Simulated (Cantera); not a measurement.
A closed system holds: 1 mol Si, 0.03 mol H₂O, 5.4 mol N₂, at 2.30 mbar.

These are equilibrium values from Cantera (NASA tables, ideal gas, pure condensed phases), not measurements of a reactor. Candidate condensed phases: H₂O, Si, SiO₂, Si₂N₂O, Si₃N₄; 35 gas species. Kinetics and transport are ignored.

### Question
What share of the Si ends up in condensed phases as a function of T (K), at 1723, 1748, 1773, 1798, 1823, 1848, 1873, 1898, 1923, 1948, 1973, 1998?

### Answer
```json
[
 {"T (K)": "1723", "Si condensed (%)": "96.7", "as": "Si(l)"},
 {"T (K)": "1748", "Si condensed (%)": "96.6", "as": "Si(l)"},
 {"T (K)": "1773", "Si condensed (%)": "96.4", "as": "Si(l)"},
 {"T (K)": "1798", "Si condensed (%)": "96.2", "as": "Si(l)"},
 {"T (K)": "1823", "Si condensed (%)": "95.8", "as": "Si(l)"},
 {"T (K)": "1848", "Si condensed (%)": "95.4", "as": "Si(l)"},
 {"T (K)": "1873", "Si condensed (%)": "94.7", "as": "Si(l)"},
 {"T (K)": "1898", "Si condensed (%)": "93.8", "as": "Si(l)"},
 {"T (K)": "1923", "Si condensed (%)": "92.6", "as": "Si(l)"},
 {"T (K)": "1948", "Si condensed (%)": "91.0", "as": "Si(l)"},
 {"T (K)": "1973", "Si condensed (%)": "88.8", "as": "Si(l)"},
 {"T (K)": "1998", "Si condensed (%)": "85.9", "as": "Si(l)"}
]
```
